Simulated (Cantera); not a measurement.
Input: 1 mol SiH4, 1.2 mol HCl, 920 mol H2, 0.013 mol C3H8, at 850 °C and 0.920 bar.

Method: chemical equilibrium by Gibbs-energy minimisation in Cantera with the NASA 1993 tables (ideal gas, pure condensed phases). Candidate condensed phases: C, C6H6, C7H8, C8H18, Si, SiC; 109 gas species. Mutual solubility and eutectic melting of coexisting phases are not modelled. Equilibrium is a limit: real reactors are often held back by kinetics, nucleation or transport.

**Question.** What is the equilibrium state?

**Answer.** 
| Item | Result |
|---|---|
| x(H2) | 0.999 |
| x(HCl) | 0.00127 |
| x(CH4) | 2.75e-5 |
| x(SiH2Cl2) | 6.09e-6 |
| x(SiHCl3) | 3.68e-6 |
| x(SiCl2) | 3.39e-6 |
| x(SiH3Cl) | 2.70e-6 |
| n(Si(s)) | 0.971 mol |
| n(SiC(s)) | 0.0136 mol |
| gas amount | 923.2 mol |
| log10 activity of C(graphite) (absent) | -2.99 |
